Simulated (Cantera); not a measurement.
A closed system holds: 1 mol B, 2.9 mol NH3, equilibrated at 1.33 mbar.

These are equilibrium values from Cantera (NASA tables, ideal gas, pure condensed phases), not measurements of a reactor. Candidate condensed phases: B, BN; 15 gas species. Mutual solubility and eutectic melting of coexisting phases are not modelled. The numbers say what is thermodynamically allowed, not how fast it happens.

Problem. Which condensed phases are stable at each of these points (T (K)): 1525, 1600, 1675, 1750, 1825, 1900, 1975, 2050?

Solution. 
```
T (K)  condensed phases  B condensed (%)
-----  ----------------  ---------------
1525              BN(s)            100.0
1600              BN(s)            100.0
1675              BN(s)            100.0
1750              BN(s)            100.0
1825              BN(s)            100.0
1900              BN(s)            100.0
1975              BN(s)             99.9
2050       B(s) + BN(s)             99.6
```

From 1525 K to 1975 K the condensed part is BN(s). At 2050 K the condensed part is B(s) + BN(s).
